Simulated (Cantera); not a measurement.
Low-pressure radical oxidation in H2/O2

An isothermal, constant-pressure homogeneous reactor starts with 0.908 % H2, 41.3 % O2, 57.8 % N2, at 1225 K and 7.50 Torr.

Cantera simulation using the H2/O2 subset of GRI-Mech 3.0, which has no nitrogen chemistry; the numbers are that mechanism's predictions, not measurements. Radical loss at walls, strong at low pressure, is not modelled.

| t (s) | x H2 | x O2 | x H2O2 | x HO2 | x H2O |
|---|---|---|---|---|---|
| 6.00e-6 | 0.00908 | 0.413 | <1e-12 | 2.46e-11 | <1e-12 |
| 2.28e-5 | 0.00908 | 0.413 | <1e-12 | 9.37e-11 | <1e-12 |
| 8.68e-5 | 0.00908 | 0.413 | <1e-12 | 3.57e-10 | 6.63e-12 |
| 0.000330 | 0.00908 | 0.413 | <1e-12 | 1.36e-9 | 2.42e-10 |
| 0.00126 | 0.00908 | 0.413 | 2.15e-12 | 5.17e-9 | 7.37e-9 |
| 0.00478 | 0.00908 | 0.413 | 2.97e-11 | 2.21e-8 | 1.28e-6 |
| 0.0182 | 0.000204 | 0.405 | 1.83e-8 | 5.82e-7 | 0.00795 |
| 0.0691 | 6.86e-5 | 0.405 | 1.10e-8 | 4.75e-7 | 0.00836 |
| 0.263 | 4.59e-5 | 0.407 | 1.06e-8 | 4.04e-7 | 0.00861 |
| 1.00 | 1.51e-5 | 0.409 | 8.41e-9 | 2.40e-7 | 0.00891 |
x: mole fraction; the columns are a selection and need not sum to one.

Equilibrium at this temperature and pressure: H2 3.03e-9, O2 0.410, H2O2 1.74e-11, HO2 2.78e-9, H2O 0.00912 (gas phase only).
